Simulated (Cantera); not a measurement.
## Fluorocarbon and chlorocarbon gases: CH₂F₂ + F₂

A closed system holds: 1 mol CH₂F₂, 0.3 mol F₂, at 94.0 Pa.

These are equilibrium values from Cantera (NASA tables, ideal gas, pure condensed phases), not measurements of a reactor. Candidate condensed phases: C, C₆H₆, C₇H₈, C₈H₁₈; 95 gas species. Condensed phases not in the tables: fluorocarbon polymer. Gases not in the tables: C₂F₆ and larger saturated fluorocarbons. The numbers say what is thermodynamically allowed, not how fast it happens.

From 825 K to 1650 K the condensed part is C(graphite). The main C-bearing gas is CF₄ throughout.

```csv
T (K),x HF,x CF₄,x CF₂,x F,x CF₃,n C(graphite)
825,0.930,0.0698,3.39e-12,<1e-12,7.69e-12,0.850
900,0.930,0.0698,1.06e-10,8.68e-12,1.24e-10,0.850
975,0.930,0.0698,1.95e-9,2.23e-10,1.30e-9,0.850
1050,0.930,0.0698,2.35e-8,3.60e-9,9.74e-9,0.850
1125,0.930,0.0698,2.03e-7,4.02e-8,5.56e-8,0.850
1200,0.930,0.0698,1.33e-6,3.33e-7,2.55e-7,0.850
1275,0.930,0.0698,6.99e-6,2.15e-6,9.77e-7,0.850
1350,0.930,0.0697,3.04e-5,1.13e-5,3.22e-6,0.850
1425,0.930,0.0697,0.000113,4.96e-5,9.33e-6,0.850
1500,0.930,0.0695,0.000367,0.000189,2.42e-5,0.850
1575,0.929,0.0690,0.00106,0.000631,5.73e-5,0.849
1650,0.928,0.0676,0.00277,0.00188,0.000124,0.848
```
x: gas mole fraction; n: condensed amount in mol.
